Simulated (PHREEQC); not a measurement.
PHREEQC input (Pitzer model, pitzer.dat):

```
SOLUTION 1
  temp 25
  units mol/kgw
  pH 7 charge
  Cl 0.3602
  Mg 0.089
  Sr 0.0036
  K 0.043
  Ca 0.055
  Na 0.022
END
USE solution 1
INCREMENTAL_REACTIONS false
REACTION 1
  H2O -1
  0 9.886 18.011 24.689 30.178 34.689 38.397 41.444
  43.949 46.007 47.699 49.089 50.232 51.172 51.944 52.578
  53.1 53.528 53.88 54.17 moles
EQUILIBRIUM_PHASES 1
  Bischofite 0 0
  Brucite 0 0
  Carnallite 0 0
  Halite 0 0
  Portlandite 0 0
  Sylvite 0 0
  MgCl2_4H2O 0 0
SELECTED_OUTPUT 1
  -reset false
  -pH true
  -pe true
  -ionic_strength true
  -water true
  -activities H2O
  -totals Ca Cl K Mg Na Sr
  -molalities H+ Na+ K+ Mg+2 Ca+2 Sr+2 Cl- OH- MgOH+
  -equilibrium_phases Bischofite Brucite Carnallite Halite Portlandite Sylvite MgCl2_4H2O
PRINT
  -reset false
END
```

Selected output (columns that matter, 20 of 20 rows; water left (kg) added in front):

```
water left (kg)	pH	mu	Ca	Cl	K	Mg	Na	Sr	m_H+	m_Na+	la_H2O	Carnallite	Halite	Sylvite
1	6.6512	0.5078	0.055	0.3602	0.043	0.089	0.022	0.0036	2.8098e-07	0.022	-0.0039236	0	0	0
0.821894	6.6191	0.61784	0.066919	0.43826	0.052318	0.10829	0.026767	0.0043801	2.9721e-07	0.026767	-0.0047963	0	0	0
0.675514	6.5831	0.75172	0.08142	0.53322	0.063655	0.13175	0.032568	0.0053293	3.1493e-07	0.032568	-0.0058762	0	0	0
0.555203	6.5421	0.91462	0.099063	0.64877	0.077449	0.1603	0.039625	0.0064841	3.3446e-07	0.039625	-0.007219	0	0	0
0.456313	6.4947	1.1128	0.12053	0.78937	0.094234	0.19504	0.048213	0.0078893	3.5633e-07	0.048213	-0.0088988	0	0	0
0.375043	6.4393	1.354	0.14665	0.96042	0.11465	0.23731	0.05866	0.0095989	3.8125e-07	0.05866	-0.011016	0	0	0
0.30824	6.3738	1.6474	0.17843	1.1686	0.1395	0.28874	0.071373	0.011679	4.1029e-07	0.071373	-0.013709	0	0	0
0.253345	6.2952	2.0044	0.2171	1.4218	0.16973	0.3513	0.086838	0.01421	4.4503e-07	0.086838	-0.017173	0	0	0
0.208215	6.2002	2.4388	0.26415	1.7299	0.20652	0.42744	0.10566	0.01729	4.8785e-07	0.10566	-0.021684	0	0	0
0.171138	6.0843	2.9672	0.32138	2.1047	0.25126	0.52005	0.12855	0.021036	5.4226e-07	0.12855	-0.027637	0	0	0
0.140655	5.9423	3.6103	0.39103	2.5609	0.30571	0.63275	0.15641	0.025595	6.1371e-07	0.15641	-0.035608	0	0	0
0.115613	5.768	4.3922	0.47573	3.1156	0.37193	0.76981	0.19029	0.031138	7.1038e-07	0.19029	-0.046421	0	0	0
0.0950203	5.5541	5.3441	0.57882	3.7908	0.45253	0.93664	0.23153	0.037887	8.4519e-07	0.23153	-0.061288	0	0	0
0.0780853	5.2924	6.5031	0.70436	4.6129	0.55068	1.1398	0.28174	0.046103	1.0385e-06	0.28174	-0.081964	0	0	0
0.0641769	4.9747	7.9125	0.85701	5.6126	0.67002	1.3868	0.3428	0.056095	1.3227e-06	0.3428	-0.11094	0	0	0
0.0527548	4.5917	9.6257	1.0426	6.8278	0.81509	1.6871	0.41702	0.06824	1.7516e-06	0.41702	-0.15181	0	0	0
0.0433504	4.1321	11.714	1.2687	8.309	0.99192	2.053	0.50749	0.083044	2.4194e-06	0.50749	-0.20992	0	0	0
0.0356396	3.6667	13.66	1.5432	9.5186	0.69183	2.4972	0.54388	0.10101	3.223e-06	0.54388	-0.27607	0	0.0026164	0.018344
0.0277258	3.3302	15.253	1.9837	10.454	0.54286	2.6854	0.31349	0.12984	3.9328e-06	0.31349	-0.33243	0.014544	0.013308	0.013405
0.019968	3.0006	16.904	2.7544	11.414	0.25149	2.5552	0.1827	0.18029	4.7636e-06	0.1827	-0.39634	0.037978	0.018352	0
```
